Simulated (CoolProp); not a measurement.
Octamethylcyclotetrasiloxane (D4) along the isotherm 620 K: fugacity coefficient from the reference equation and from simpler models built on Tc = 586.5 K, pc = 13.47 bar, ω = 0.598; each cubic takes its own stable root.

Values from CoolProp's reference Helmholtz-energy equation of state, Thol 2015.

```tsv
p (bar)	phase	reference
0.107	gas	0.9977
0.172	gas	0.9964
0.278	gas	0.9942
0.449	gas	0.9906
0.726	gas	0.9848
1.17	gas	0.9755
1.89	gas	0.9605
3.06	gas	0.9363
4.94	gas	0.8980
7.99	gas	0.8370
12.9	gas	0.7413
20.8	supercritical	0.5926
33.7	supercritical	0.4366
```

Question: How far does each simpler model (Redlich-Kwong, Peng-Robinson) lie from the reference over these 13 states: mean and median of the absolute difference, and the worst?

Answer: 
- Redlich-Kwong: mean 0.5 %, median 0.1 %, worst -2.9 % at 620 K and 20.8 bar
- Peng-Robinson: mean 0.5 %, median 0.2 %, worst -1.6 % at 620 K and 12.9 bar
